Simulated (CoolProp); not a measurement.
Vapour-liquid equilibrium of CHF3 (R23) (1) + sulfur hexafluoride (2) at 6.49 bar; x and y are mole fractions of (1).

The numbers come from the multi-fluid Helmholtz-energy mixture model, Penoncello 2003 and Guder 2009; pair parameters Bell 2016 in CoolProp.

| x | bubble temperature (K) | y at the bubble point | dew temperature at overall composition x (K) | liquid density (mol/L) |
|---|---|---|---|---|
| 0.05 | 245.5 | 0.192 | 249.8 | 11.97 |
| 0.15 | 238.5 | 0.403 | 246.8 | 12.53 |
| 0.25 | 234.9 | 0.508 | 243.6 | 13.03 |
| 0.35 | 232.8 | 0.573 | 240.3 | 13.52 |
| 0.45 | 231.5 | 0.622 | 236.9 | 14.05 |
| 0.55 | 230.7 | 0.666 | 233.5 | 14.64 |
| 0.65 | 230.0 | 0.712 | 230.9 | 15.30 |
| 0.75 | 229.7 | 0.766 | 229.8 | 16.05 |
| 0.85 | 229.7 | 0.837 | 229.8 | 16.88 |
| 0.95 | 230.3 | 0.935 | 230.4 | 17.80 |

y crosses x between x = 0.75 and 0.85: the model has an azeotrope there.

The pair parameters rest on a limited set of measurements; away from them the model extrapolates.
